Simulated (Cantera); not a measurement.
Charge: 1 mol SiF₄, 1.1 mol NO, 1.7 mol H₂, at 575 °C and 0.623 Torr.

Cantera equilibrium calculation (NASA polynomials, part measured and part estimated; ideal gas, pure solids and liquids). Candidate condensed phases: H₂O, Si, SiO₂, Si₂N₂O, Si₃N₄; 58 gas species. Equilibrium is a limit: real reactors are often held back by kinetics, nucleation or transport.

Base state: HF 0.428, SiF₄ 0.168, H₂ 0.165, N₂ 0.151, H₂O 0.0880 (mole fractions); condensed: SiO₂(β-quartz).

Q: What changes in the equilibrium state with this change: temperature from 575 °C to 825 °C?

A: 
| species | before | after |
|---|---|---|
| HF | 0.428 | 0.533 |
| H₂ | 0.165 | 0.160 |
| N₂ | 0.151 | 0.147 |
| H₂O | 0.0880 | 0.0268 |
| SiF₄ | 0.168 | 0.133 |
| SiO₂(β-quartz), mol | 0.390 | 0.500 |
